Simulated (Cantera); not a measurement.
Feed: 1 mol Pb, 0.047 mol O₂, 21 mol H₂, equilibrated at 0.0110 bar.

These are equilibrium values from Cantera (NASA tables, ideal gas, pure condensed phases), not measurements of a reactor. Candidate condensed phases: H₂O, Pb, PbO, PbO₂, Pb₃O₄; 12 gas species. Equilibrium is a limit: real reactors are often held back by kinetics, nucleation or transport. All values below are at 1225 K.

Base state: H₂ 0.950, Pb 0.0455, H₂O 0.00427 (mole fractions); condensed: gas only.

**Question.** What changes in the equilibrium state with this change: Pb replaced by HgO?

**Answer.** 
```json
[
 {"species": "H₂", "before": "0.950", "after": "0.905"},
 {"species": "H₂O", "before": "0.00427", "after": "0.0497"},
 {"species": "Hg", "before": "0", "after": "0.0455"},
 {"species": "Pb", "before": "0.0455", "after": "0"}
]
```
Further candidate phases: Hg, HgO.

**Question.** What changes in the equilibrium state with this change: pressure from 0.0110 bar to 0.110 bar?

**Answer.** 
```tsv
species	before	after
H₂	0.950	0.987
Pb	0.0455	0.00850
H₂O	0.00427	0.00444
Pb(l), mol	0	0.820
```
